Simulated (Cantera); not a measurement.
A Cantera script and its output.

```python
import numpy as np
import cantera as ct

gas = ct.Solution("gri30.yaml")
gas.TPX = 650, 100000, {'CH4': 1, 'CO': 0.75, 'O2': 2.53, 'N2': 9.5}
inlet = ct.Reservoir(gas, clone=True)
gas.equilibrate("HP")  # start burning
reactor = ct.IdealGasConstPressureReactor(gas, energy="on", clone=False)
exhaust = ct.Reservoir(gas, clone=True)
tau = [0.08, 0.028, 0.0095, 0.0033, 0.0011, 0.00039, 0.00013, 4.6e-05, 1.6e-05][0]
for a, b in ((inlet, reactor), (reactor, exhaust)):
    ct.MassFlowController(a, b, mdot=lambda t: reactor.mass / tau)
net = ct.ReactorNet([reactor])
show = ['CH4', 'CO', 'O2', 'HCN', 'CH3', 'OH', 'NO']

rows = []
print(f"{'tau/s':>10s}{'T/K':>9s}" + "".join(f"{s:>11s}" for s in show))
for tau in [0.08, 0.028, 0.0095, 0.0033, 0.0011, 0.00039, 0.00013, 4.6e-05, 1.6e-05]:
    net.initial_time = 0.0
    net.advance(30 * tau)
    before = gas.X
    net.advance(40 * tau)
    drift = np.max(np.abs(gas.X - before) / (gas.X + 1e-9))
    rows.append([gas.T, *gas[show].X, drift])
    print(f"{tau:10.3e}{gas.T:9.1f}" + "".join(f"{x:11.3e}" for x in gas[show].X))
```

Result:

```
     tau/s      T/K        CH4         CO         O2        HCN        CH3         OH         NO
 8.000e-02   2375.8  1.579e-06  1.729e-02  1.821e-02  1.753e-07  8.437e-07  6.533e-03  3.455e-03
 2.800e-02   2363.1  4.116e-06  1.862e-02  1.948e-02  2.905e-07  2.154e-06  6.942e-03  2.267e-03
 9.500e-03   2328.8  1.017e-05  2.177e-02  2.168e-02  3.550e-07  5.057e-06  7.751e-03  1.178e-03
 3.300e-03   2263.7  2.286e-05  2.708e-02  2.492e-02  3.492e-07  1.035e-05  8.934e-03  5.290e-04
 1.100e-03   2166.9  5.295e-05  3.395e-02  2.909e-02  3.448e-07  2.088e-05  1.012e-02  2.126e-04
 3.900e-04   2058.9  1.260e-04  4.075e-02  3.350e-02  3.951e-07  4.231e-05  1.068e-02  9.448e-05
 1.300e-04   1935.1  3.676e-04  4.952e-02  3.961e-02  5.546e-07  1.008e-04  1.023e-02  4.185e-05
 4.600e-05   1793.9  1.490e-03  6.647e-02  5.253e-02  1.057e-06  3.169e-04  7.793e-03  1.495e-05
 1.600e-05    650.0  7.257e-02  5.443e-02  1.836e-01  1.030e-21  3.629e-16  2.154e-17  5.643e-21
```

Model: GRI-Mech 3.0 (53 species, 325 reactions), integrated in Cantera.
